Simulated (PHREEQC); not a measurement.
Consider water at 25 °C with 51 mmol/kgw CuCl2, 0.087 mmol/kgw HNO3 and 5.8 mmol/kgw FeCl3. Closed to the air; pH follows from the charge balance.

All values are PHREEQC results (ion-association model, phreeqc.dat), not measurements.

Precipitation was switched off in this run.

Estimate the pH, density, ionic strength.

pH 2.60; density 1.004 g/cm³; ionic strength 0.169 mol/kgw.

In which forms is Fe present?

FeOH+2 25 %, FeCl+2 24 %, Fe+3 22 %, Fe2(OH)2+4 18 %, Fe3(OH)4+5 4.5 %, FeCl2+ 3.8 % of the Fe.

Examples of supersaturated solids here: Hematite (slow to form), Goethite (slow to form). Others may be too.
